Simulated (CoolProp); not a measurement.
Vapour-liquid equilibrium of CHF3 (R23) (1) + sulfur hexafluoride (2) at 8.38 bar; x and y are mole fractions of (1).

The numbers come from the multi-fluid Helmholtz-energy mixture model, Penoncello 2003 and Guder 2009; pair parameters Bell 2016 in CoolProp.

```tsv
x	bubble temperature (°C)	y at the bubble point	dew temperature at overall composition x (°C)	liquid density (mol/L)
0.05	-19.5	0.176	-15.4	11.64
0.15	-26.6	0.381	-18.6	12.19
0.25	-30.5	0.491	-22.0	12.67
0.35	-32.8	0.560	-25.5	13.15
0.45	-34.3	0.614	-29.1	13.67
0.55	-35.3	0.662	-32.5	14.24
0.65	-36.0	0.711	-35.1	14.89
0.75	-36.4	0.768	-36.3	15.62
0.85	-36.4	0.840	-36.3	16.43
0.95	-35.8	0.937	-35.7	17.33
```

y crosses x between x = 0.75 and 0.85: the model has an azeotrope there.

The pair parameters rest on a limited set of measurements; away from them the model extrapolates.
